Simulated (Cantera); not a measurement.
What does this Cantera script print?

```python
import numpy as np
import cantera as ct

gas_names = [...]  # 110 gases of nasa_gas.yaml made of C, H, N
cond_names = """
    C(gr) C6H6(L) C7H8(L) C8H18(L),n-octa
""".split()


# ... load() reads the species with a 1 bar reference pressure and builds the phases ...
atoms = {
    'C2H2': {'C': 2, 'H': 2},
    'NH3': {'N': 1, 'H': 3},
    'H2': {'H': 2},
}
top_T = {'C(gr)': 4500}  # K; cautious upper limits of use, not melting points


# ... equilibrate(T, P, feed) seeds the gas with the atoms and calls Mixture.equilibrate('TP', solver="vcs", rtol=1e-11, max_steps=5000) ...
results = []
feed = {'C2H2': 1, 'NH3': 1.2, 'H2': 78}  # mol
P = 13332.2  # Pa
for T in [2500, 2750, 3000, 3250, 3500, 3750, 4000, 4250, 4500, 4750, 5000]:
    mix = equilibrate(T, P, feed)
    results.append((T, P, feed, dict(zip(mix.species_names, mix.species_moles))))

top = {s: max(r[3][s] / sum(r[3][g] for g in gas_names) for r in results) for s in gas_names}
cols = sorted((s for s in top if top[s] > 0.0001), key=lambda s: -top[s])[:9]
seen = [c for c in cond_names if any(r[3].get(c, 0) > 1e-12 for r in results)]
print("log10 of partial pressures in bar; condensed amounts in mol")
print(f"{'T/K':>10s}" + "".join(f"{s[:9]:>10s}" for s in cols + seen))
for T, P, feed, n in results:
    ng = sum(n[g] for g in gas_names)
    print(f"{T:10.4g}" + "".join(f"{np.log10(max(n[s] / ng * P / 1e5, 1e-99)):10.3f}" for s in cols)
          + "".join(f"{n.get(c, 0):10.4g}" for c in seen))
```

It prints:

```
log10 of partial pressures in bar; condensed amounts in mol
       T/K         H        H2         C C2H2,acet        N2       HCN         N       C2H        CN
      2500    -2.056    -0.914    -6.794    -2.910    -3.209    -3.227    -8.139    -5.197    -5.607
      2750    -1.647    -0.965    -5.643    -2.955    -3.254    -3.233    -7.246    -4.573    -5.015
      3000    -1.337    -1.070    -4.684    -3.054    -3.314    -3.280    -6.513    -4.086    -4.533
      3250    -1.121    -1.254    -3.904    -3.294    -3.374    -3.403    -5.896    -3.782    -4.160
      3500    -0.992    -1.527    -3.337    -3.815    -3.398    -3.653    -5.354    -3.782    -3.929
      3750    -0.930    -1.861    -3.000    -4.671    -3.390    -4.057    -4.868    -4.139    -3.866
      4000    -0.903    -2.211    -2.860    -5.788    -3.376    -4.591    -4.439    -4.792    -3.963
      4250    -0.892    -2.544    -2.819    -6.961    -3.383    -5.166    -4.069    -5.543    -4.139
      4500    -0.887    -2.852    -2.805    -8.059    -3.421    -5.721    -3.756    -6.262    -4.334
      4750    -0.885    -3.131    -2.799    -9.058    -3.501    -6.249    -3.499    -6.921    -4.537
      5000    -0.884    -3.385    -2.796    -9.964    -3.642    -6.762    -3.300    -7.521    -4.755
```

Method: chemical equilibrium by Gibbs-energy minimisation in Cantera with the NASA 1993 tables (ideal gas, pure condensed phases).
